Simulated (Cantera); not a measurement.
Source: NASA polynomial tables (part measured, part estimated), evaluated in Cantera. Values are per mole of reaction as written; species without (g) are pure solids or liquids, kept so even where they would boil at 1 bar. TaC: taken at fixed stoichiometry.

Task: Between 300 and 2898 K, where is each reaction favourable under standard conditions?
- 2 Ta + C2H4(g) → 4 H(g) + 2 TaC

Result: 
- 2 Ta + C2H4(g) → 4 H(g) + 2 TaC: ΔG° is 459 kJ at 300 K and -350 kJ at 2898 K; it changes sign between 300 and 2398 K. ΔH° is 608 kJ and ΔS° 331 J/K at 2898 K.
